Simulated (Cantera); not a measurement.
A closed system holds: 1 mol Si, 4.9 mol HF, 0.18 mol N2, 1.3 mol Cl2, held at 0.0340 bar.

Cantera equilibrium calculation (NASA polynomials, part measured and part estimated; ideal gas, pure solids and liquids). Candidate condensed phases: NH4Cl, Si, Si3N4; 49 gas species. Rates play no part. All values below are at 552 °C.

Base state: HCl 0.483, SiF4 0.186, HF 0.167, H2 0.130, N2 0.0335 (mole fractions); condensed: gas only.

Q: What changes in the equilibrium state with this change: Cl2 from 1.3 to 9.1 mol?

A: 
```csv
species,before,after
Cl2,<1e-9,0.539
HCl,0.483,0.303
SiF4,0.186,0.0759
H2,0.130,<1e-9
HF,0.167,0.0683
N2,0.0335,0.0137
Cl,<1e-9,6.54e-5
```
